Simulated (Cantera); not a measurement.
Charge: 1 mol SiH2Cl2, a varied amount of N2, equilibrated at 477 °C and 98000 Pa.

Equilibrium computed with Cantera from the NASA thermochemical tables; the gas is ideal and each condensed phase is pure. Candidate condensed phases: NH4Cl, Si, Si3N4; 28 gas species. N2 is the only nitrogen source here; it is nearly inert below about 1500 K, so the nitride shown seldom forms there in practice. Equilibrium is a limit: real reactors are often held back by kinetics, nucleation or transport.

Question: At 13 mol N2, list the 5 most abundant gas species with their mole fractions, and the condensed phases.

Answer: N2 0.878, HCl 0.0663, H2 0.0370, SiCl4 0.0185, NH3 3.34e-5. Condensed: Si3N4(s).
